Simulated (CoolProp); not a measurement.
Computed with CoolProp (reference Helmholtz-energy equation of state, Lemmon and Jacobsen 2000).

Question: Give the vapour pressure (kPa), liquid density (kg/m³), vapour Z, surface tension (mN/m) of saturated R143a at 201.5 K.

Answer: 
```json
[
 {"T (K)": "201.5", "p (kPa)": "27.0", "liquid density (kg/m³)": "1230", "vapour Z": "0.979", "surface tension (mN/m)": "18.0"}
]
```

Surface tension comes from a separate correlation (Mulero 2014).
